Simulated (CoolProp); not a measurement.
Vapour-liquid equilibrium of n-butane (1) + R245fa (2) at 1.68 MPa; x and y are mole fractions of (1).

Model: multi-fluid Helmholtz-energy mixture model, Bücker 2006 and Akasaka 2015; pair parameters Bell 2016, in CoolProp.

```json
[
 {"x": "0.05", "bubble temperature, mixture model (K)": "381.8", "bubble temperature, Raoult's law (K)": "386.0", "y, mixture model": "0.105", "y, Raoult's law": "0.058"},
 {"x": "0.15", "bubble temperature, mixture model (K)": "375.0", "bubble temperature, Raoult's law (K)": "385.2", "y, mixture model": "0.266", "y, Raoult's law": "0.171"},
 {"x": "0.25", "bubble temperature, mixture model (K)": "370.6", "bubble temperature, Raoult's law (K)": "384.3", "y, mixture model": "0.376", "y, Raoult's law": "0.281"},
 {"x": "0.35", "bubble temperature, mixture model (K)": "367.9", "bubble temperature, Raoult's law (K)": "383.5", "y, mixture model": "0.455", "y, Raoult's law": "0.387"},
 {"x": "0.45", "bubble temperature, mixture model (K)": "366.4", "bubble temperature, Raoult's law (K)": "382.7", "y, mixture model": "0.517", "y, Raoult's law": "0.490"},
 {"x": "0.55", "bubble temperature, mixture model (K)": "365.7", "bubble temperature, Raoult's law (K)": "381.9", "y, mixture model": "0.570", "y, Raoult's law": "0.590"},
 {"x": "0.65", "bubble temperature, mixture model (K)": "365.8", "bubble temperature, Raoult's law (K)": "381.1", "y, mixture model": "0.625", "y, Raoult's law": "0.687"},
 {"x": "0.75", "bubble temperature, mixture model (K)": "366.7", "bubble temperature, Raoult's law (K)": "380.2", "y, mixture model": "0.688", "y, Raoult's law": "0.780"},
 {"x": "0.85", "bubble temperature, mixture model (K)": "369.1", "bubble temperature, Raoult's law (K)": "379.4", "y, mixture model": "0.773", "y, Raoult's law": "0.870"},
 {"x": "0.95", "bubble temperature, mixture model (K)": "374.0", "bubble temperature, Raoult's law (K)": "378.6", "y, mixture model": "0.905", "y, Raoult's law": "0.958"}
]
```

The largest gap from Raoult's law is -16.3 K in bubble temperature, at x = 0.45. y crosses x between x = 0.55 and 0.65: the model has an azeotrope there.

Pair parameters are fitted to limited data, so mixtures are less certain than the pure fluids.
